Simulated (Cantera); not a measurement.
Catalytic combustion on Pt

An isothermal plug-flow reactor at 925 K and 1.01 bar (inlet), inlet velocity 0.78 m/s, active area per volume 190 1/m; feed H₂ : O₂ : N₂ = 0.0033 : 0.21 : 0.79 (molar parts).

Computed with Cantera and Deutschmann's 1995 Pt surface mechanism with GRI-Mech 3.0 gas chemistry. Catalytic surfaces can have several steady states; this one follows from the mechanism file's or the stated starting coverage. Mass transfer to the wall is taken as infinitely fast.

```
z (m)        x H₂   x O₂     x H₂O  θ free Pt   θ O*     θ OH*
-------  --------  -----  --------  ---------  -----  --------
4.2e-05   0.00316  0.209  0.000132      0.109  0.891  0.000758
8.1e-05   0.00304  0.209  0.000249      0.108  0.891  0.000771
0.00016   0.00282  0.209  0.000472      0.107  0.892  0.000794
0.0003    0.00247  0.209  0.000824      0.106  0.893  0.000828
0.00058   0.00190  0.209   0.00139      0.104  0.895  0.000879
0.0011    0.00118  0.208   0.00211      0.101  0.898  0.000938
0.0022   0.000442  0.208   0.00285     0.0987  0.900  0.000992
0.0042    7.65e-5  0.208   0.00322     0.0975  0.902   0.00102
```
x: gas mole fraction; θ: surface coverage.
